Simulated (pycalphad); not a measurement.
Computed with pycalphad from the COST 507 light-alloy database (1999), at 1 atm. The data set is of 1999 and partly superseded. Phase fractions are per mole of atoms.

Q: Give the equilibrium state of Si-3.05C (at.%) at 2350 K.

A: liquid, fraction 0.949, with 0.53 C at.%; CSI, fraction 0.051, with 50.0 C at.%.

Q: Give the equilibrium state of Si-3.05C (at.%) at 1400 K.

A: diamond (Si), fraction 0.939, with <0.01 C at.%; CSI, fraction 0.061, with 50.0 C at.%.

Database names, with the compositions (at.%) that they take in these runs: CSI: Si 50 C 50.
